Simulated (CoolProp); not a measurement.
Vapour pressure (MPa) of propylene: the reference equation beside estimates from Tc = 91.1 °C, pc = 4.555 MPa, ω = 0.146. Clausius-Clapeyron is anchored at -17.45 °C with a constant enthalpy of vaporisation of 16.93 kJ/mol.

The numbers come from the reference Helmholtz-energy equation of state, Lemmon 2013 in CoolProp.

| T (°C) | reference | Lee-Kesler | Clausius-Clapeyron | Redlich-Kwong | Soave-Redlich-Kwong | Peng-Robinson |
|---|---|---|---|---|---|---|
| -67.75 | 0.03660 | 0.03583 | 0.04750 | 0.04718 | 0.03605 | 0.03736 |
| -57.65 | 0.06268 | 0.06168 | 0.07559 | 0.08044 | 0.06191 | 0.06346 |
| -47.65 | 0.1012 | 0.1001 | 0.1149 | 0.1288 | 0.1002 | 0.1018 |
| -37.55 | 0.1567 | 0.1557 | 0.1693 | 0.1971 | 0.1557 | 0.1571 |
| -27.55 | 0.2323 | 0.2317 | 0.2407 | 0.2882 | 0.2316 | 0.2322 |
| -17.45 | 0.3340 | 0.3341 | 0.3340 | 0.4083 | 0.3340 | 0.3333 |
| -7.45 | 0.4645 | 0.4656 | 0.4507 | 0.5591 | 0.4659 | 0.4634 |
| 2.65 | 0.6317 | 0.6338 | 0.5967 | 0.7479 | 0.6354 | 0.6302 |
| 12.65 | 0.8373 | 0.8403 | 0.7726 | 0.9750 | 0.8443 | 0.8360 |
| 22.75 | 1.091 | 1.095 | 0.9854 | 1.249 | 1.103 | 1.091 |
| 32.85 | 1.397 | 1.400 | 1.237 | 1.571 | 1.414 | 1.398 |
| 42.85 | 1.757 | 1.760 | 1.527 | 1.942 | 1.781 | 1.762 |
| 52.95 | 2.186 | 2.188 | 1.864 | 2.372 | 2.217 | 2.195 |
| 62.95 | 2.683 | 2.684 | 2.244 | 2.857 | 2.718 | 2.696 |

Absolute difference from the reference over all 14 rows, mean and median: Lee-Kesler 0.5 and 0.3 %, Clausius-Clapeyron 11.2 and 10.6 %, Redlich-Kwong 18.9 and 19.4 %, Soave-Redlich-Kwong 0.9 and 1.0 %, Peng-Robinson 0.5 and 0.2 %.
